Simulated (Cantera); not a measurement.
Feed: 1 mol SiCl4, 4 mol H2, held at 250 °C and 0.133 bar.

Cantera equilibrium calculation (NASA polynomials, part measured and part estimated; ideal gas, pure solids and liquids). Candidate condensed phases: Si; 19 gas species. Equilibrium is a limit: real reactors are often held back by kinetics, nucleation or transport.

Base state: H2 0.799, SiCl4 0.199, HCl 0.000737, SiHCl3 0.000737 (mole fractions); condensed: gas only.

### Question
What changes in the equilibrium state with this change: SiCl4 replaced by Si?

### Answer
```
species       before  after
----------  --------  -----
H2             0.799   1.00
SiCl4          0.199      0
HCl         0.000737      0
SiHCl3      0.000737      0
Si(s), mol         0   1.00
```

### Question
What changes in the equilibrium state with this change: temperature from 250 °C to 375 °C?

### Answer
```tsv
species	before	after
H2	0.799	0.797
SiCl4	0.199	0.197
HCl	0.000737	0.00350
SiHCl3	0.000737	0.00349
```
